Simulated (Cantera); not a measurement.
An adiabatic, constant-pressure homogeneous reactor starts with CH4 : H2 : O2 : N2 = 1 : 0.066 : 2.67 : 10.1 (molar parts), at 1350 K and 580000 Pa.

Model: GRI-Mech 3.0 (53 species, 325 reactions), integrated in Cantera.

Question: Predict: time of steepest temperature rise; temperature at 4.00 s; equilibrium temperature; x(H2) at 4.00 s; x(O2) at 4.00 s; x(HO2) at 4.00 s.

Answer: 
| Quantity | Value |
|---|---|
| time of steepest temperature rise | 0.802 ms |
| temperature at 4.00 s | 2647 K |
| equilibrium temperature | 2647 K |
| x(H2) at 4.00 s | 0.00329 (gas-phase equilibrium 0.00329) |
| x(O2) at 4.00 s | 0.0420 (gas-phase equilibrium 0.0420) |
| x(HO2) at 4.00 s | 1.12e-5 (gas-phase equilibrium 1.12e-5) |
